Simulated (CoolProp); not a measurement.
Vapour-liquid equilibrium of benzene (1) + octamethylcyclotetrasiloxane (D4) (2) at 423 kPa; x and y are mole fractions of (1).

The numbers come from the multi-fluid Helmholtz-energy mixture model, Thol 2012 and Thol 2015; pair parameters Bell 2016 in CoolProp.

| x | bubble temperature (K) | y at the bubble point | dew temperature at overall composition x (K) | liquid density (mol/L) |
|---|---|---|---|---|
| 0.05 | 507.8 | 0.148 | 512.9 | 2.362 |
| 0.15 | 491.5 | 0.418 | 507.7 | 2.682 |
| 0.25 | 475.5 | 0.623 | 502.1 | 3.047 |
| 0.35 | 461.2 | 0.759 | 496.0 | 3.461 |
| 0.45 | 449.1 | 0.846 | 489.3 | 3.938 |
| 0.55 | 438.9 | 0.902 | 481.8 | 4.501 |
| 0.65 | 430.4 | 0.939 | 473.0 | 5.184 |
| 0.75 | 422.9 | 0.965 | 462.3 | 6.038 |
| 0.85 | 416.4 | 0.983 | 448.4 | 7.145 |
| 0.95 | 410.6 | 0.996 | 427.5 | 8.632 |

No azeotrope shows between x = 0.05 and 0.95.

The pair parameters rest on a limited set of measurements; away from them the model extrapolates.
